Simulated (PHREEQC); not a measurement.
Make-up at 87 °C: 0.008 mol H2S per kg of water. Closed to the air; pH follows from the charge balance.

All values are PHREEQC results (ion-association model, phreeqc.dat), not measurements.

No solid was allowed to form.

Question: Predict the pH, ionic strength.

Answer: pH 4.31; ionic strength 4.90e-5 mol/kgw.

Away from 25 °C the constants follow the database's enthalpies or fits; those with neither stay at their 25 °C values.
